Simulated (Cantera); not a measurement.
**Catalytic combustion on Pt**

An isothermal plug-flow reactor at 775 K and 4.93 atm (inlet), inlet velocity 0.7 m/s, active area per volume 4300 1/m; feed H2 : O2 : N2 = 0.0055 : 0.024 : 0.79 (molar parts), equivalence ratio 0.11.

Computed with Cantera and Deutschmann's 1995 Pt surface mechanism with GRI-Mech 3.0 gas chemistry. Catalytic surfaces can have several steady states; this one follows from the mechanism file's or the stated starting coverage. Mass transfer to the wall is taken as infinitely fast.

| z (m) | x H2 | x O2 | x H2O | θ free Pt | θ O* | θ OH* |
|---|---|---|---|---|---|---|
| 4.3e-05 | 0.00130 | 0.0267 | 0.00543 | 0.0948 | 0.899 | 0.00619 |
| 7.2e-05 | 0.000819 | 0.0264 | 0.00591 | 0.0638 | 0.931 | 0.00528 |
| 0.00012 | 0.000486 | 0.0263 | 0.00625 | 0.0443 | 0.951 | 0.00452 |
| 0.0002 | 0.000261 | 0.0261 | 0.00647 | 0.0331 | 0.963 | 0.00397 |
| 0.00033 | 0.000118 | 0.0261 | 0.00662 | 0.0271 | 0.969 | 0.00363 |
| 0.00056 | 3.52e-5 | 0.0260 | 0.00670 | 0.0242 | 0.972 | 0.00344 |
| 0.00093 | 5.80e-6 | 0.0260 | 0.00673 | 0.0232 | 0.973 | 0.00338 |
| 0.0016 | 2.35e-7 | 0.0260 | 0.00673 | 0.0231 | 0.974 | 0.00337 |
| 0.0026 | 1.99e-9 | 0.0260 | 0.00673 | 0.0230 | 0.974 | 0.00337 |
| 0.0043 | <1e-12 | 0.0260 | 0.00673 | 0.0230 | 0.974 | 0.00337 |
x: gas mole fraction; θ: surface coverage.
